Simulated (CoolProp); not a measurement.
Vapour-liquid equilibrium of n-octane (1) + o-xylene (2) at 0.0773 MPa; x and y are mole fractions of (1).

Model: multi-fluid Helmholtz-energy mixture model, Beckmüller 2019 and Zhou 2012; pair parameters Bell 2016, in CoolProp.

```tsv
x	bubble temperature, mixture model (K)	bubble temperature, Raoult's law (K)	y, mixture model	y, Raoult's law
0.05	406.2	406.4	___	0.081
0.125	404.2	404.7	0.200	0.193
0.2	___	403.1	0.302	0.295
0.275	___	401.6	0.393	0.389
0.35	___	400.1	0.476	0.476
0.425	___	398.7	___	0.555
0.5	396.6	397.3	0.623	0.629
0.575	395.3	396.0	0.688	0.696
0.65	394.1	394.7	0.750	0.759
0.725	393.0	393.5	___	0.818
0.8	392.0	392.3	0.863	0.872
0.875	390.9	391.1	0.916	0.923
0.95	390.0	390.0	0.967	0.970
```

### Question
Fill in the missing entries.

### Answer

- 0.05, y, mixture model: 0.085
- 0.2, bubble temperature, mixture model (K): 402.4
- 0.275, bubble temperature, mixture model (K): 400.8
- 0.35, bubble temperature, mixture model (K): 399.3
- 0.425, bubble temperature, mixture model (K): 397.9
- 0.425, y, mixture model: 0.552
- 0.725, y, mixture model: 0.808

The largest gap from Raoult's law is -0.8 K in bubble temperature, at x = 0.35. No azeotrope shows between x = 0.05 and 0.95.

Pair parameters are fitted to limited data, so mixtures are less certain than the pure fluids.
